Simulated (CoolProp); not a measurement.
A single-stage vapour-compression cycle with the fluid: evaporating at 266.15 K (dew point), condensing at 317.15 K (bubble point), superheat 5 K, subcooling 2 K, compressor efficiency 0.85, no pressure losses. The same conditions are run with several fluids, on thermodynamics alone (safety and materials aside).

The numbers come from the reference Helmholtz-energy equation of state of each fluid (R1233zd(E): Akasaka 2022; R245fa: Akasaka 2015; R1336mzz(E): Akasaka 2023; hydrogen sulfide: Lemmon 2006; R227EA: Lemmon 2016; R22: Kamei 1995) in CoolProp.

**Question.** Rank R1233zd(E), R245fa, R1336mzz(E), hydrogen sulfide, R227EA, R22 by cooling COP, highest first.

**Answer.** R1233zd(E) (3.69), R245fa (3.61), R22 (3.46), hydrogen sulfide (3.42), R1336mzz(E) (3.39), R227EA (3.11)

```tsv
fluid	pressure ratio	discharge temperature (K)	refrigerating effect (kJ/kg)	volumetric capacity (kJ/m³)
R1233zd(E)	6.93	328.7	152	317
R245fa	7.44	324.5	149	345
R1336mzz(E)	6.77	317.1	104	415
hydrogen sulfide	3.74	392.1	372	5190
R227EA	5.25	317.1	74.6	892
R22	4.29	353.3	154	2540
```

The compression ends wet for: R1336mzz(E); R227EA.
